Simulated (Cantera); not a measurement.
Cantera with NASA thermochemical tables; ideal gases at 1 bar, condensed phases pure. Values are per mole of reaction as written; species without (g) are pure solids or liquids, kept so even where they would boil at 1 bar.

Between 300 and 698 K, where is each reaction favourable under standard conditions?
- SF6(g) ⇌ 3 F2(g) + S
- S2(g) ⇌ 2 S


- SF6(g) ⇌ 3 F2(g) + S: ΔG° is 1116 kJ at 300 K and 972 kJ at 698 K; it stays positive (K < 1). ΔH° is 1227 kJ and ΔS° 364 J/K at 698 K.
- S2(g) ⇌ 2 S: ΔG° is -79 kJ at 300 K and -23 kJ at 698 K; it stays negative (K > 1). ΔH° is -111 kJ and ΔS° -126 J/K at 698 K.
